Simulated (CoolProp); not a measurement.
Saturation properties of hydrogen chloride.

Values from CoolProp's reference Helmholtz-energy equation of state, Thol 2018.

```
T (°C)  p (MPa)  liquid density (kg/m³)  vapour density (kg/m³)  enthalpy of vaporisation (kJ/kg)  liquid cp (kJ/(kg K))
------  -------  ----------------------  ----------------------  --------------------------------  ---------------------
-75.55   0.1682                    1161                   3.896                             433.4                  1.667
-72.85   0.1927                    1154                   4.420                                 …                  1.670
-70.15   0.2198                    1147                   4.996                             427.1                  1.673
-67.35   0.2509                    1140                   5.654                             423.8                  1.677
-64.65   0.2841                    1133                   6.350                             420.5                      …
-61.95        …                       …                   7.111                             417.1                  1.686
-59.15   0.3620                    1118                   7.971                             413.6                  1.691
-56.45   0.4058                    1111                       …                             410.1                      …
-53.75   0.4535                    1103                   9.858                             406.5                  1.703
-51.05   0.5054                       …                   10.92                             402.8                  1.710
-48.25   0.5638                    1088                   12.12                             398.9                  1.717
-45.55   0.6248                    1080                   13.37                             395.1                  1.725
-42.85   0.6907                    1072                   14.71                             391.1                  1.734
```

Question: Fill in the missing entries.

Answer: 
- -72.85, enthalpy of vaporisation (kJ/kg): 430.3
- -64.65, liquid cp (kJ/(kg K)): 1.681
- -61.95, p (MPa): 0.3205
- -61.95, liquid density (kg/m³): 1126
- -56.45, vapour density (kg/m³): 8.876
- -56.45, liquid cp (kJ/(kg K)): 1.697
- -51.05, liquid density (kg/m³): 1096

It boils at -85.0 °C under 1 atm.
